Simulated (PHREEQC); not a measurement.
A solution holds 0.0084 mol/kgw HF, 0.057 mol/kgw H2SiF6, 0.00017 mol/kgw H3AsO4 and 0.00018 mol/kgw HCl, at 25 °C. Closed to the air; pH follows from the charge balance.

Computed with PHREEQC (ion-association model, wateq4f.dat).

| Property | Value |
|---|---|
| pH | 1.04 |
| ionic strength | 0.170 mol/kgw |
| total alkalinity | -351 meq/kg |

```
species  molality  activity   log γ
-------  --------  --------  ------
H+          0.113    0.0911  -0.095
SiF6-2     0.0565    0.0178  -0.501
HF         0.0108    0.0112   0.017
H4SiO4   0.000526  0.000547   0.017
H2F2     0.000316  0.000329   0.017
Cl-      0.000180  0.000130  -0.140
H3AsO4   0.000158  0.000164   0.017
F-       0.000114   8.22e-5  -0.143
H2AsO4-   1.20e-5   9.04e-6  -0.123
```

This is a speciation only: nothing precipitates in the calculation. Examples of supersaturated solids here: Quartz (slow to form), Chalcedony (slow to form). Others may be too. Species that the database lacks are ignored. SiF6-2 is the database's only silicon fluoride.
